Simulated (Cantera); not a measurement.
Cantera run:

```python
import numpy as np
import cantera as ct

gas_names = """
    F FO FO2 F2 F2O N NF NF2 NF3 NO NO2 NO3 N2 N2O O O2 O3
""".split()
cond_names = """

""".split()


# ... load() reads the species with a 1 bar reference pressure and builds the phases ...
atoms = {
    'NF3': {'N': 1, 'F': 3},
    'O2': {'O': 2},
}
top_T = {}  # K; cautious upper limits of use, not melting points


# ... equilibrate(T, P, feed) seeds the gas with the atoms and calls Mixture.equilibrate('TP', solver="vcs", rtol=1e-11, max_steps=5000) ...
results = []
feed = {'NF3': 1, 'O2': 0.043}  # mol
T = 3250  # K
P = 100000  # Pa
mix = equilibrate(T, P, feed)
results.append((T, P, feed, dict(zip(mix.species_names, mix.species_moles))))
print(gas.report(threshold=1e-05))
for i in range(1, mix.n_phases):
    print(f"{mix.phase(i).name:16s} {mix.phase_moles(i):12.5e} mol")
```

Result:

```
       temperature   3250 K
          pressure   1e+05 Pa
           density   0.075066 kg/m^3
  mean mol. weight   20.284 kg/kmol
   phase of matter   gas

                          1 kg             1 kmol
                     ---------------   ---------------
          enthalpy        6.8434e+06        1.3881e+08  J
   internal energy        5.5112e+06        1.1179e+08  J
           entropy             11006        2.2324e+05  J/K
    Gibbs function       -2.8925e+07       -5.8672e+08  J
 heat capacity c_p            1145.1             23228  J/K
 heat capacity c_v             735.2             14913  J/K

                      mass frac. Y      mole frac. X     chem. pot. / RT
                     ---------------   ---------------   ---------------
                 F            0.7873           0.84059           -20.195
                FO        7.1674e-05        4.1542e-05            -38.36
                F2         0.0001202        6.4167e-05           -40.389
                 N        1.5861e-05        2.2969e-05           -15.329
                NO         0.0048749         0.0032955           -33.494
                N2           0.19123           0.13847           -30.658
                 O          0.011245          0.014257           -18.165
                O2         0.0051324         0.0032536            -36.33
     [   +9 minor]        7.6295e-06        4.5352e-06
```

Method: chemical equilibrium by Gibbs-energy minimisation in Cantera with the NASA 1993 tables (ideal gas, pure condensed phases).
